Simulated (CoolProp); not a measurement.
Vapour-liquid equilibrium of dimethyl carbonate (1) + n-decane (2) at 649 kPa; x and y are mole fractions of (1).

Values from CoolProp's multi-fluid Helmholtz-energy mixture model, Zhou 2011 and Lemmon 2006; pair parameters Bell 2016.

```json
[
 {"x": "0.05", "bubble temperature (K)": "516.7", "y at the bubble point": "0.293", "dew temperature at overall composition x (K)": "534.4", "liquid density (mol/L)": "3.824"},
 {"x": "0.2", "bubble temperature (K)": "475.0", "y at the bubble point": "0.706", "dew temperature at overall composition x (K)": "523.7", "liquid density (mol/L)": "4.501"},
 {"x": "0.35", "bubble temperature (K)": "458.0", "y at the bubble point": "0.816", "dew temperature at overall composition x (K)": "512.1", "liquid density (mol/L)": "5.080"},
 {"x": "0.5", "bubble temperature (K)": "450.0", "y at the bubble point": "0.862", "dew temperature at overall composition x (K)": "498.7", "liquid density (mol/L)": "5.712"},
 {"x": "0.65", "bubble temperature (K)": "445.0", "y at the bubble point": "0.894", "dew temperature at overall composition x (K)": "482.3", "liquid density (mol/L)": "6.496"},
 {"x": "0.8", "bubble temperature (K)": "440.7", "y at the bubble point": "0.928", "dew temperature at overall composition x (K)": "460.7", "liquid density (mol/L)": "7.538"},
 {"x": "0.95", "bubble temperature (K)": "436.5", "y at the bubble point": "0.977", "dew temperature at overall composition x (K)": "438.6", "liquid density (mol/L)": "8.978"}
]
```

No azeotrope shows between x = 0.05 and 0.95.

The pair parameters rest on a limited set of measurements; away from them the model extrapolates.
